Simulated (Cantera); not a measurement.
## Thermodynamics of silicates and aluminates, feed SiO2 + MgO + O2

A closed system holds: 1 mol SiO2, 0.8 mol MgO, 0.21 mol O2, held at 1273.15 K and 1500 Pa.

These are equilibrium values from Cantera (NASA tables, ideal gas, pure condensed phases), not measurements of a reactor. Candidate condensed phases: Mg, MgO, MgSiO3, Mg2SiO4, Si, SiO2; 11 gas species. Mutual solubility and eutectic melting of coexisting phases are not modelled. The tables hold silica as quartz up to 1696 K and as liquid above; real silica turns to tridymite and cristobalite and melts near 1996 K. Condensed phases not in the tables: alloys, solid solutions and most ternary compounds. Equilibrium is a limit: real reactors are often held back by kinetics, nucleation or transport.

```
Quantity                               Value
--------------------------------  ----------
x(O2)                                  1.000
n(MgSiO3(s))                       0.800 mol
n(SiO2(β-quartz))                  0.200 mol
gas amount                        0.2100 mol
log10 activity of Mg(l) (absent)      -19.40
log10 activity of Si(s) (absent)      -26.18
```
